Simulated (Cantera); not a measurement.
Charge: 1 mol SiH4, 0.41 mol CH4, 250 mol H2, equilibrated at 1.00 bar.

Cantera equilibrium calculation (NASA polynomials, part measured and part estimated; ideal gas, pure solids and liquids). Candidate condensed phases: C, C6H6, C7H8, C8H18, Si, SiC; 87 gas species. Mutual solubility and eutectic melting of coexisting phases are not modelled. Gases not in the tables: Si2H6 and higher silanes. Equilibrium is a limit: real reactors are often held back by kinetics, nucleation or transport.

Q: What share of the Si ends up in condensed phases as a function of T (K), at 1648, 1723, 1798, 1873, 1948, 2023, 2098, 2173, 2248, 2323, 2398, 2473, 2548, 2623?

A: 
```tsv
T (K)	Si condensed (%)	as
1648	99.7	Si(s) + SiC(s)
1723	99.5	Si(l) + SiC(s)
1798	99.1	Si(l) + SiC(s)
1873	98.3	Si(l) + SiC(s)
1948	96.9	Si(l) + SiC(s)
2023	94.4	Si(l) + SiC(s)
2098	89.9	Si(l) + SiC(s)
2173	81.8	Si(l) + SiC(s)
2248	67.2	Si(l) + SiC(s)
2323	41.2	Si(l) + SiC(s)
2398	15.6	SiC(s)
2473	0.0	-
2548	0.0	-
2623	0.0	-
```
